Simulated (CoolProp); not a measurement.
Vapour pressure (MPa) of R365MFC: the reference equation beside estimates from Tc = 460.0 K, pc = 3.266 MPa, ω = 0.377. Clausius-Clapeyron is anchored at 379.4 K with a constant enthalpy of vaporisation of 22.17 kJ/mol.

Model: reference Helmholtz-energy equation of state, Lemmon 2016, in CoolProp.

```csv
T (K),reference,Lee-Kesler,Clausius-Clapeyron,van der Waals,Redlich-Kwong,Soave-Redlich-Kwong,Peng-Robinson
343.6,0.2690,0.2715,0.3273,0.9046,0.4828,0.2716,0.2695
352.6,0.3466,0.3505,0.3990,1.024,0.5879,0.3511,0.3477
361.5,0.4390,0.4447,0.4806,1.153,0.7067,0.4463,0.4412
370.5,0.5505,0.5582,0.5749,1.292,0.8427,0.5614,0.5544
379.4,0.6806,0.6905,0.6806,1.440,0.9940,0.6959,0.6868
388.4,0.8347,0.8468,0.8010,1.600,1.165,0.8554,0.8440
397.3,1.012,1.026,0.9341,1.768,1.352,1.039,1.025
406.3,1.219,1.235,1.084,1.949,1.562,1.252,1.236
415.2,1.454,1.472,1.247,2.140,1.789,1.494,1.476
424.2,1.727,1.746,1.430,2.343,2.040,1.772,1.754
433.1,2.035,2.054,1.627,2.555,2.310,2.082,2.065
442.1,2.391,2.409,1.844,2.781,2.606,2.435,2.421
451,2.795,2.808,2.077,3.017,2.922,2.826,2.817
```

Absolute difference from the reference over all 13 rows, mean and median: Lee-Kesler 1.1 and 1.2 %, Clausius-Clapeyron 13.4 and 14.2 %, van der Waals 92.3 and 74.7 %, Redlich-Kwong 36.8 and 33.6 %, Soave-Redlich-Kwong 2.0 and 2.2 %, Peng-Robinson 1.0 and 1.1 %.
